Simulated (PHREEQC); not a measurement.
A solution holds 13 mmol/kgw HCl and 75 mmol/kgw CaCl2, at 20 °C. Closed to the air; pH follows from the charge balance.

All values are PHREEQC results (ion-association model, phreeqc.dat), not measurements.

This is a speciation only: nothing precipitates in the calculation.

Question: Estimate the pH, specific conductance.

Answer: pH 1.99; specific conductance 16500 µS/cm.

Species that the database lacks are ignored.
